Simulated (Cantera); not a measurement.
Ignition delay

Mixture: H2 : O2 : N2 = 1 : 0.714 : 2.69 (molar parts), equivalence ratio 0.70, at 7500 Torr, adiabatic and at constant pressure. Ignition delay is the time to a rise of 400 K.

Cantera simulation using the H2/O2 subset of GRI-Mech 3.0, which has no nitrogen chemistry; the numbers are that mechanism's predictions, not measurements. The hydrogen kinetics of GRI-Mech 3.0 are dated; newer H2 mechanisms differ, most at raised pressure. Where the delays flatten at high temperature, the 400 K rule measures the pace of heat release, not the induction time.

```tsv
T0 (K)	delay (ms)
1323	0.00405
1423	0.00212
1523	0.00140
1623	0.00104
1723	0.000825
1823	0.000698
1923	0.000622
```
